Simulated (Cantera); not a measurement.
Feed: 1 mol Pb, 0.98 mol O₂, 6.4 mol H₂, at 1 atm.

Cantera equilibrium calculation (NASA polynomials, part measured and part estimated; ideal gas, pure solids and liquids). Candidate condensed phases: H₂O, Pb, PbO, PbO₂, Pb₃O₄; 12 gas species. Rates play no part. All values below are at 977 °C.

Base state: H₂ 0.693, H₂O 0.306, Pb 0.00132 (mole fractions); condensed: Pb(l).

What changes in the equilibrium state with this change: pressure from 1 atm to 1.10 mbar?


```tsv
species	before	after
H₂	0.693	0.600
H₂O	0.306	0.265
Pb	0.00132	0.135
H	4.00e-7	1.13e-5
Pb(l), mol	0.992	0
```
